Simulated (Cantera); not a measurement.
Charge: 1 mol Al(CH3)3, 38 mol NH3, 110 mol N2, held at 827 °C and 0.110 bar.

Cantera equilibrium calculation (NASA polynomials, part measured and part estimated; ideal gas, pure solids and liquids). Candidate condensed phases: Al, AlN, C, C6H6, C7H8, C8H18; 97 gas species. The feed counts by its element totals alone. Equilibrium is a limit: real reactors are often held back by kinetics, nucleation or transport.

Base state: N2 0.677, H2 0.323, CH4 0.000412, HCN 1.04e-5 (mole fractions); condensed: AlN(s) + C(graphite).

Problem. What changes in the equilibrium state with this change: temperature from 827 °C to 1502 °C?

Solution. 
| species | before | after |
|---|---|---|
| N2 | 0.677 | 0.675 |
| H2 | 0.323 | 0.322 |
| HCN | 1.04e-5 | 0.00253 |
| H | 4.43e-8 | 0.000495 |
| C2H2 (acetylene) | 4.30e-9 | 4.58e-5 |
| AlN(s), mol | 1.00 | 0.999 |
| C(graphite), mol | 2.92 | 2.48 |
